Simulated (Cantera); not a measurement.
A perfectly stirred reactor is fed with H₂ : O₂ : N₂ = 1.5 : 1 : 3.9 (molar parts), equivalence ratio 0.75, at 100.0 Torr; it is held at 1175 K, and followed from long to short residence time.

Cantera simulation using GRI-Mech 3.0 (53 species, 325 reactions); the numbers are that mechanism's predictions, not measurements. The temperature is held fixed by assumption; the heat of reaction is taken as removed at once.

Q: What does this change do: pressure from 100.0 Torr to 0.390 bar?

A: 
```csv
quantity,before,after
x(H₂) at τ = 1.30 s,0.000508,0.000249
x(O₂) at τ = 1.30 s,0.0444,0.0443
x(N₂O) at τ = 1.30 s,7.64e-8,2.93e-7
x(O) at τ = 1.30 s,9.61e-5,1.91e-5
x(OH) at τ = 1.30 s,0.000389,0.000157
x(H₂) at τ = 43.0 ms,0.00443,0.00220
x(O₂) at τ = 43.0 ms,0.0460,0.0451
x(N₂O) at τ = 43.0 ms,2.84e-8,1.30e-7
x(O) at τ = 43.0 ms,0.000923,0.000213
x(OH) at τ = 43.0 ms,0.00124,0.000519
```
